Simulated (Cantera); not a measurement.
# Thermodynamics of silicates and aluminates, feed Al₂O₃ + Li₂O + O₂

A closed system holds: 1 mol Al₂O₃, 0.5 mol Li₂O, 2.8 mol O₂, held at 2173 K and 530000 Pa.

These are equilibrium values from Cantera (NASA tables, ideal gas, pure condensed phases), not measurements of a reactor. Candidate condensed phases: Al, Al₂O₃, Li, LiAlO₂, Li₂O; 14 gas species. Mutual solubility and eutectic melting of coexisting phases are not modelled. Condensed phases not in the tables: alloys, solid solutions and most ternary compounds. Rates play no part.

x(O₂): 0.999
x(O): 0.000987
x(LiO): 1.39e-5
x(Li): 4.38e-6
x(Li₂O): 1.22e-6
n(Al₂O₃(s)): 0.500 mol
n(LiAlO₂(l)): 1.000 mol
gas amount: 2.801 mol
log10 activity of Li₂O(l) (absent): -3.49
log10 activity of Li(l) (absent): -5.80
log10 activity of Al(l) (absent): -12.29
